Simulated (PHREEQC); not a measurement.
Silver or lead bath (model solution)

Make-up at 25 °C: 0.0011 mol/kgw Pb(NO3)2, 0.017 mol/kgw KBr and 0.00048 mol/kgw Zn(NO3)2. Closed to the air; pH follows from the charge balance.

All values are PHREEQC results (ion-association model, wateq4f.dat), not measurements.

Precipitation was switched off in this run.

Question: What pH does the model give?

Answer: pH 5.54.

Question: In which forms is Br present?

Answer: Br- 98 %, PbBr+ 2.3 % of the Br.
